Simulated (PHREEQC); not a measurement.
1.1 g of hydrous ferric oxide (600 m²/g; 0.2 weak and 0.005 strong sites per Fe, Dzombak-Morel constants, diffuse double layer) in 1 kg of water with 0.3 mol/kgw of an inert sodium salt and 5.4e-05 mol PbCl2 and 0.005 mol BaCl2, at 25 °C; the pH is set by adding NaOH or the inert anion's acid. Oxygen alone is held at its pressure in air (log pO2 = -0.68). CO2 from the air is kept out. Nothing may precipitate in this run.

Model: ion-association model, wateq4f.dat, run in PHREEQC.

| pH | Pb sorbed (%) | Ba sorbed (%) | surface charge σ (C/m²) | surface potential ψ (mV) |
|---|---|---|---|---|
| 3 | 3.4 | 0.0 | 0.368 | 124 |
| 3.5 | ? | 0.0 | 0.363 | 124 |
| 4 | 61.7 | 0.0 | 0.350 | 122 |
| 4.5 | ? | 0.0 | ? | 117 |
| 5 | ? | 0.0 | 0.273 | 109 |
| 5.5 | 99.6 | 0.0 | 0.215 | 97 |
| 6 | 99.9 | 0.0 | ? | ? |
| 6.5 | 100.0 | 0.1 | 0.110 | 66 |
| 7 | 100.0 | 0.2 | 0.070 | 48 |
| 7.5 | 100.0 | 0.4 | ? | 28 |
| 8 | 100.0 | 0.8 | 0.011 | 9 |
| 8.5 | 100.0 | ? | -0.013 | -10 |
| 9 | 100.0 | 6.2 | -0.030 | -23 |

**Question.** Some entries are withheld; supply them.

**Answer.** 
- 3.5, Pb sorbed (%): 22.5
- 4.5, Pb sorbed (%): 88.2
- 4.5, surface charge σ (C/m²): 0.321
- 5, Pb sorbed (%): 97.7
- 6, surface charge σ (C/m²): 0.158
- 6, surface potential ψ (mV): 83
- 7.5, surface charge σ (C/m²): 0.038
- 8.5, Ba sorbed (%): 2.1

Species that the database lacks are ignored. The oxide is taken as insoluble; below pH 4 it would dissolve.
